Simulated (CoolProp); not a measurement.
Vapour-liquid equilibrium of CH2F2 (R32) (1) + n-butane (2) at 52.75 °C; x and y are mole fractions of (1).

Computed with CoolProp (multi-fluid Helmholtz-energy mixture model, Tillner-Roth 1997 and Bücker 2006; pair parameters Bell 2016).

| x | bubble pressure, mixture model (MPa) | bubble pressure, Raoult's law (MPa) | y, mixture model | y, Raoult's law |
|---|---|---|---|---|
| 0.05 | 0.9500 | 0.6729 | 0.412 | 0.249 |
| 0.125 | 1.464 | 0.8839 | 0.604 | 0.473 |
| 0.2 | 1.856 | 1.095 | 0.680 | 0.611 |
| 0.275 | 2.148 | 1.306 | 0.721 | 0.704 |
| 0.35 | 2.365 | 1.517 | 0.746 | 0.772 |
| 0.425 | 2.531 | 1.728 | 0.765 | 0.823 |
| 0.5 | 2.669 | 1.939 | 0.781 | 0.863 |
| 0.575 | 2.793 | 2.150 | 0.797 | 0.895 |
| 0.65 | 2.913 | 2.361 | 0.815 | 0.921 |
| 0.725 | 3.033 | 2.572 | 0.838 | 0.943 |
| 0.8 | 3.150 | 2.783 | 0.867 | 0.962 |
| 0.875 | 3.254 | 2.994 | 0.905 | 0.978 |
| 0.95 | 3.327 | 3.205 | 0.956 | 0.992 |

The largest gap from Raoult's law is +69.5 % in bubble pressure, at x = 0.2. No azeotrope shows between x = 0.05 and 0.95.

Pair parameters are fitted to limited data, so mixtures are less certain than the pure fluids. With so large a gap from Raoult's law the liquid may split in two, which this calculation doesn't test in full.
